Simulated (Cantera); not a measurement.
Input: 1 mol FeS, a varied amount of SO₂, 0.49 mol O₂, held at 1573 K and 16000 Pa.

Equilibrium computed with Cantera from the NASA thermochemical tables; the gas is ideal and each condensed phase is pure. Candidate condensed phases: Fe, FeO, FeS, FeSO₄, FeS₂, Fe₂O₃, Fe₂(SO₄)₃, Fe₃O₄, S; 12 gas species. Metal and sulfide melt together well below either melting point, which pure phases cannot show. Mutual solubility and eutectic melting of coexisting phases are not modelled. The tables' stoichiometric FeO is somewhat more stable than real wüstite, so its field is too wide. FeO, FeS: taken at fixed stoichiometry. Rates play no part.

Problem. Which condensed phases are stable at each of these points (n(SO₂) (mol)): 0.44, 0.6, 0.77, 0.94, 1.1, 1.3, 1.4, 1.6, 1.8, 1.9, 2.1, 2.3, 2.4?

Solution. 
```json
[
 {"n(SO₂) (mol)": "0.44", "condensed phases": "FeO(s) + FeS(l)", "Fe condensed (%)": "100.0"},
 {"n(SO₂) (mol)": "0.6", "condensed phases": "FeO(s) + FeS(l)", "Fe condensed (%)": "100.0"},
 {"n(SO₂) (mol)": "0.77", "condensed phases": "FeO(s) + FeS(l)", "Fe condensed (%)": "100.0"},
 {"n(SO₂) (mol)": "0.94", "condensed phases": "FeO(s) + FeS(l)", "Fe condensed (%)": "100.0"},
 {"n(SO₂) (mol)": "1.1", "condensed phases": "FeO(s) + FeS(l)", "Fe condensed (%)": "100.0"},
 {"n(SO₂) (mol)": "1.3", "condensed phases": "FeO(s) + FeS(l)", "Fe condensed (%)": "100.0"},
 {"n(SO₂) (mol)": "1.4", "condensed phases": "FeO(s) + FeS(l)", "Fe condensed (%)": "100.0"},
 {"n(SO₂) (mol)": "1.6", "condensed phases": "FeO(s) + FeS(l)", "Fe condensed (%)": "100.0"},
 {"n(SO₂) (mol)": "1.8", "condensed phases": "FeO(s)", "Fe condensed (%)": "100.0"},
 {"n(SO₂) (mol)": "1.9", "condensed phases": "FeO(s)", "Fe condensed (%)": "100.0"},
 {"n(SO₂) (mol)": "2.1", "condensed phases": "FeO(s)", "Fe condensed (%)": "100.0"},
 {"n(SO₂) (mol)": "2.3", "condensed phases": "FeO(s)", "Fe condensed (%)": "100.0"},
 {"n(SO₂) (mol)": "2.4", "condensed phases": "FeO(s)", "Fe condensed (%)": "100.0"}
]
```

From 0.44 mol SO₂ to 1.6 mol SO₂ the condensed part is FeO(s) + FeS(l). From 1.8 mol SO₂ to 2.4 mol SO₂ the condensed part is FeO(s).
